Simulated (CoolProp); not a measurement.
Vapour-liquid equilibrium of n-pentane (1) + cyclohexane (2) at 395.6 K; x and y are mole fractions of (1).

Values from CoolProp's multi-fluid Helmholtz-energy mixture model, Thol 2019 and Zhou 2014; pair parameters Bell 2016.

### Question
Give the bubble pressure and the first vapour's composition at x = 0.35, 0.425, 0.875. Is there an azeotrope?

### Answer
x = 0.35: 5.364 bar, y = 0.595; x = 0.425: 5.834 bar, y = 0.663; x = 0.875: 8.684 bar, y = 0.941. No azeotrope shows between x = 0.05 and 0.95.

Pair parameters are fitted to limited data, so mixtures are less certain than the pure fluids. The gap from Raoult's law changes sign with composition, which may be real or a fault of the pair parameters; it wasn't checked against measurements.
